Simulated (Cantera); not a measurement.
# Thermodynamics of carbothermic reduction, feed SiO₂ + CH₄ + CO

Input: 1 mol SiO₂, 1.6 mol CH₄, 0.012 mol CO, at 1 atm.

Cantera equilibrium calculation (NASA polynomials, part measured and part estimated; ideal gas, pure solids and liquids). Candidate condensed phases: C, C₆H₆, C₇H₈, C₈H₁₈, H₂O, Si, SiC, SiO₂; 123 gas species. Mutual solubility and eutectic melting of coexisting phases are not modelled. The tables hold silica as quartz up to 1696 K and as liquid above; real silica turns to tridymite and cristobalite and melts near 1996 K. Gases not in the tables: Si₂H₆ and higher silanes. Kinetics and transport are ignored.

| T (K) | x H₂ | x CO | x SiO | x H | x Si | n C(graphite) | n SiC(s) | n SiO₂(β-quartz) | n SiO₂(condensed) | n Si(l) |
|---|---|---|---|---|---|---|---|---|---|---|
| 1473 | 0.983 | 0.0144 | 2.51e-5 | 1.25e-5 | 3.54e-11 | 1.54 | 0.0172 | 0.983 | 0 | 0 |
| 1548 | 0.951 | 0.0468 | 0.000111 | 2.98e-5 | 2.74e-10 | 1.38 | 0.0723 | 0.927 | 0 | 0 |
| 1623 | 0.862 | 0.136 | 0.000430 | 6.37e-5 | 1.75e-9 | 0.857 | 0.246 | 0.753 | 0 | 0 |
| 1698 | 0.746 | 0.252 | 0.00165 | 0.000124 | 1.21e-8 | 0 | 0.530 | 0 | 0.463 | 0 |
| 1773 | 0.741 | 0.252 | 0.00669 | 0.000243 | 1.02e-7 | 0 | 0.524 | 0 | 0.448 | 0 |
| 1848 | 0.723 | 0.252 | 0.0241 | 0.000448 | 7.16e-7 | 0 | 0.498 | 0 | 0.396 | 0 |
| 1923 | 0.669 | 0.252 | 0.0780 | 0.000766 | 4.32e-6 | 0 | 0.409 | 0 | 0.218 | 0 |
| 1998 | 0.613 | 0.252 | 0.134 | 0.00125 | 1.73e-5 | 0 | 0.300 | 0 | 0 | 0 |
| 2073 | 0.612 | 0.251 | 0.134 | 0.00204 | 4.88e-5 | 0 | 0.300 | 0 | 0 | 0 |
| 2148 | 0.611 | 0.251 | 0.134 | 0.00324 | 0.000128 | 0 | 0.299 | 0 | 0 | 0 |
| 2223 | 0.609 | 0.251 | 0.134 | 0.00497 | 0.000313 | 0 | 0.298 | 0 | 0 | 0 |
| 2298 | 0.607 | 0.251 | 0.133 | 0.00741 | 0.000722 | 0 | 0.296 | 0 | 0 | 0 |
| 2373 | 0.603 | 0.251 | 0.132 | 0.0108 | 0.00158 | 0 | 0.292 | 0 | 0 | 0 |
| 2448 | 0.598 | 0.257 | 0.124 | 0.0153 | 0.00315 | 0 | 0.251 | 0 | 0 | 0.0648 |
x: gas mole fraction; n: condensed amount in mol.

From 1473 K to 1623 K the condensed part is C(graphite) + SiC(s) + SiO₂(β-quartz). From 1698 K to 1923 K the condensed part is SiC(s) + SiO₂(condensed). From 1998 K to 2373 K the condensed part is SiC(s). At 2448 K the condensed part is Si(l) + SiC(s). The main Si-bearing gas is SiO throughout.
